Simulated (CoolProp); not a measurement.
Saturation properties of toluene.

Values from CoolProp's reference Helmholtz-energy equation of state, Lemmon 2006. It is a short technical equation, of lower accuracy than the large ones.

| T (K) | p (bar) | liquid density (kg/m³) | vapour density (kg/m³) | enthalpy of vaporisation (kJ/kg) | liquid cp (kJ/(kg K)) | surface tension (mN/m) |
|---|---|---|---|---|---|---|
| 272 | 0.008415 | 886.4 | 0.03433 | 428.4 | 1.622 | 31.2 |
| 282.8 | 0.01633 | 876.4 | 0.06410 | 422.0 | 1.654 | 29.8 |
| 293.7 | 0.03006 | 866.3 | 0.1138 | 415.5 | 1.687 | 28.5 |
| 304.5 | 0.05232 | 856.2 | 0.1913 | 409.1 | 1.722 | 27.1 |
| 315.3 | 0.08705 | 846.1 | 0.3081 | 402.7 | 1.757 | 25.8 |
| 326.2 | 0.1398 | 835.8 | 0.4795 | 396.3 | 1.794 | 24.5 |
| 337 | 0.2155 | 825.5 | 0.7184 | 389.9 | 1.832 | 23.2 |
| 347.9 | 0.3232 | 814.9 | 1.048 | 383.3 | 1.871 | 22.0 |
| 358.7 | 0.4691 | 804.3 | 1.484 | 376.7 | 1.910 | 20.7 |

It boils at 383.7 K under 1 atm.

Surface tension comes from a separate correlation (Mulero 2012).
